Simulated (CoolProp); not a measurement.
Carbon dioxide at 271.5 K and 1.05 MPa is compressed adiabatically to 4.22 MPa with isentropic efficiency 0.6. Each further row changes one setting.

Model: reference Helmholtz-energy equation of state, Span 1996, in CoolProp.

| case | work (kJ/kg) | final temperature (K) | final density (kg/m³) |
|---|---|---|---|
| as stated | 128 | … | 56.3 |
| efficiency 1 | … | … | 66.1 |
| efficiency 0.65 | 118 | … | … |

Some entries are withheld; supply them.


- as stated, final temperature (K): 423.0
- efficiency 1, work (kJ/kg): 76.9
- efficiency 1, final temperature (K): 375.0
- efficiency 0.65, final temperature (K): 413.7
- efficiency 0.65, final density (kg/m³): 57.9
